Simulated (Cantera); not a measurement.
## Adiabatic ignition

An adiabatic, constant-volume homogeneous reactor starts with CO : H₂ : O₂ : N₂ : H₂O = 1 : 0.072 : 1.12 : 4.2 : 0.18 (molar parts), equivalence ratio 0.48, at 1000 K and 2.07 atm.

Detailed kinetics in Cantera: GRI-Mech 3.0 (53 species, 325 reactions). The hydrogen kinetics of GRI-Mech 3.0 are dated; newer H2 mechanisms differ, most at raised pressure.

| t (s) | T (K) | P (bar) | x CO | x H₂ | x O₂ | x HO₂ | x OH |
|---|---|---|---|---|---|---|---|
| 3.00e-6 | 1000 | 2.10 | 0.152 | 0.0110 | 0.170 | 2.30e-11 | 8.09e-12 |
| 1.39e-5 | 1000 | 2.10 | 0.152 | 0.0110 | 0.170 | 4.93e-10 | 4.76e-11 |
| 6.46e-5 | 1000 | 2.10 | 0.152 | 0.0110 | 0.170 | 7.71e-9 | 1.58e-10 |
| 0.000300 | 1000 | 2.10 | 0.152 | 0.0110 | 0.170 | 8.22e-8 | 6.67e-10 |
| 0.00139 | 1000 | 2.10 | 0.152 | 0.0109 | 0.170 | 5.31e-6 | 3.68e-8 |
| 0.00646 | 2455 | 4.76 | 0.00675 | 0.000275 | 0.0973 | 6.57e-6 | 0.00438 |
| 0.0300 | 2433 | 4.72 | 0.00621 | 0.000256 | 0.0919 | 5.94e-6 | 0.00405 |
| 0.139 | 2432 | 4.71 | 0.00617 | 0.000254 | 0.0915 | 5.89e-6 | 0.00402 |
| 0.646 | 2432 | 4.71 | 0.00617 | 0.000254 | 0.0915 | 5.89e-6 | 0.00402 |
| 3.00 | 2432 | 4.71 | 0.00617 | 0.000254 | 0.0915 | 5.89e-6 | 0.00402 |
x: mole fraction; the columns are a selection and need not sum to one.

time of steepest temperature rise: 5.64 ms
temperature at 3.00 s: 2432 K
equilibrium temperature: 2432 K
x(CO) at 3.00 s: 0.00617 (gas-phase equilibrium 0.00617)
x(H₂) at 3.00 s: 0.000254 (gas-phase equilibrium 0.000254)
x(O₂) at 3.00 s: 0.0915 (gas-phase equilibrium 0.0915)
